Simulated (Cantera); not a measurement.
A closed system holds: 1 mol PbO, 2.6 mol CO, at 2375 K and 0.000170 bar.

Equilibrium computed with Cantera from the NASA thermochemical tables; the gas is ideal and each condensed phase is pure. Candidate condensed phases: C, Pb, PbO, PbO₂, Pb₃O₄; 15 gas species. The numbers say what is thermodynamically allowed, not how fast it happens.

Question: What is the equilibrium state?

Answer: 
- x(CO): 0.554
- x(Pb): 0.238
- x(O): 0.104
- x(CO₂): 0.0703
- x(O₂): 0.0318
- x(PbO): 0.00254
- gas amount: 4.164 mol
- log10 activity of Pb(l) (absent): -5.08
- log10 activity of C(graphite) (absent): -8.37
